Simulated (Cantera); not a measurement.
Input (Python, Cantera):

```python
import numpy as np
import cantera as ct

gas = ct.Solution("gri30.yaml")


def delay(T, t_max=10):
    gas.TPX = T, 4000000, {'C3H8': 1, 'O2': 5.75, 'N2': 21.6}
    reactor = ct.IdealGasReactor(gas, clone=False)
    net = ct.ReactorNet([reactor])
    net.rtol, net.atol = 1e-8, 1e-16
    while net.time < t_max:
        t_old, T_old = net.time, reactor.T
        net.step()
        if reactor.T > T + 400:  # ignition: a rise of 400 K
            return t_old + (T + 400 - T_old) / (reactor.T - T_old) * (net.time - t_old)
    return np.nan


taus = []
for T in [1048, 1123, 1198, 1273, 1348, 1423, 1498, 1573]:
    taus.append(delay(T))
    print(f"T0 = {T:6g} K   tau = {taus[-1]:.4e} s")
```

Result:

```
T0 =   1048 K   tau = 6.6192e-03 s
T0 =   1123 K   tau = 1.7908e-03 s
T0 =   1198 K   tau = 5.2581e-04 s
T0 =   1273 K   tau = 1.6429e-04 s
T0 =   1348 K   tau = 5.5131e-05 s
T0 =   1423 K   tau = 2.0335e-05 s
T0 =   1498 K   tau = 8.4026e-06 s
T0 =   1573 K   tau = 3.9114e-06 s
```

Detailed kinetics in Cantera: GRI-Mech 3.0 (53 species, 325 reactions). GRI-Mech 3.0 was tuned for natural gas; its chemistry of propane as a main component is partial and can be far from experiment. The pressure lies above the range GRI-Mech 3.0 was tuned for (to about 10 atm).
